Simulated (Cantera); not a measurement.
Input: 1 mol Si(CH3)4, 0.016 mol C3H8, 470 mol H2, at 1075 °C and 0.133 bar.

These are equilibrium values from Cantera (NASA tables, ideal gas, pure condensed phases), not measurements of a reactor. Candidate condensed phases: C, C6H6, C7H8, C8H18, Si, SiC; 87 gas species. Rates play no part.

Base state: H2 0.999, CH4 0.000777 (mole fractions); condensed: C(graphite) + SiC(s).

What changes in the equilibrium state with this change: 0.3 mol CO2 added?


```
species             before     after
----------------  --------  --------
H2                   0.999     0.998
CO                       0   0.00126
CH4               0.000777  0.000775
C(graphite), mol      2.68      2.38
SiC(s), mol          1.000     0.999
```
Further candidate phases: H2O, SiO2.

What changes in the equilibrium state with this change: temperature from 1075 °C to 2002 °C?


| species | before | after |
|---|---|---|
| H2 | 0.999 | 0.972 |
| H | 6.33e-6 | 0.0229 |
| C2H2 (acetylene) | 1.20e-6 | 0.00357 |
| Si | <1e-9 | 0.000762 |
| SiH | <1e-9 | 0.000105 |
| SiC2 | <1e-9 | 9.29e-5 |
| Si2C | <1e-9 | 5.72e-5 |
| SiH2 | <1e-9 | 5.55e-5 |
| C(graphite), mol | 2.68 | 0 |
| SiC(s), mol | 1.000 | 0.453 |
Gases not in the tables: Si2H6 and higher silanes.

What changes in the equilibrium state with this change: pressure from 0.133 bar to 0.510 bar?


```tsv
species	before	after
H2	0.999	0.997
CH4	0.000777	0.00296
C(graphite), mol	2.68	1.64
SiC(s), mol	1.000	1.000
```
